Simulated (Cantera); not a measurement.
A perfectly stirred reactor is fed with 16.5 % CO, 5.76 % H2, 16.4 % O2, 61.4 % N2, at 0.280 bar; it is adiabatic with a 400 K inlet, and is followed from long to short residence time, starting on the burning branch (τ in s: 0.089, 0.049, 0.027, 0.015, 0.0081, 0.0044, 0.0024, 0.0013, 0.00074, 0.0004, 0.00022, 0.00012, 6.7e-05).

Detailed kinetics in Cantera: GRI-Mech 3.0 (53 species, 325 reactions).

x: mole fraction; the columns are a selection and need not sum to one.

| τ (s) | T (K) | x CO | x H2 | x O2 | x H2O | x O | x H2O2 | x H |
|---|---|---|---|---|---|---|---|---|
| 0.089 | 2011 | 0.0166 | 0.00126 | 0.0643 | 0.0597 | 0.00312 | [?] | 0.00105 |
| 0.049 | 1964 | 0.0209 | 0.00166 | 0.0660 | 0.0585 | 0.00429 | [?] | 0.00171 |
| 0.027 | 1907 | 0.0257 | 0.00215 | 0.0678 | 0.0570 | 0.00579 | [?] | 0.00272 |
| 0.015 | 1843 | 0.0306 | 0.00270 | 0.0697 | 0.0553 | 0.00761 | [?] | 0.00420 |
| 0.0081 | 1766 | 0.0358 | 0.00333 | 0.0717 | 0.0531 | 0.00985 | [?] | 0.00645 |
| 0.0044 | 1681 | 0.0408 | 0.00396 | 0.0737 | 0.0506 | 0.0123 | [?] | 0.00953 |
| 0.0024 | 1587 | 0.0460 | 0.00453 | 0.0762 | 0.0479 | 0.0147 | [?] | 0.0134 |
| 0.0013 | 1478 | 0.0534 | 0.00500 | 0.0801 | 0.0453 | 0.0164 | [?] | 0.0177 |
| 0.00074 | 1352 | 0.0677 | 0.00545 | 0.0881 | 0.0438 | 0.0156 | [?] | 0.0197 |
| 0.00040 | 400 | 0.165 | 0.0576 | 0.164 | <1e-12 | <1e-12 | <1e-12 | <1e-12 |
| 0.00022 | 400 | 0.165 | 0.0576 | 0.164 | <1e-12 | <1e-12 | <1e-12 | <1e-12 |
| 0.00012 | 400 | 0.165 | 0.0576 | 0.164 | <1e-12 | <1e-12 | <1e-12 | <1e-12 |
| 6.7e-5 | 400 | 0.165 | 0.0576 | 0.164 | <1e-12 | <1e-12 | <1e-12 | <1e-12 |

### Question
Fill in the missing entries.

### Answer

- 0.089, x H2O2: 3.26e-8
- 0.049, x H2O2: 4.28e-8
- 0.027, x H2O2: 5.87e-8
- 0.015, x H2O2: 8.31e-8
- 0.0081, x H2O2: 1.25e-7
- 0.0044, x H2O2: 1.93e-7
- 0.0024, x H2O2: 3.06e-7
- 0.0013, x H2O2: 4.83e-7
- 0.00074, x H2O2: 7.10e-7
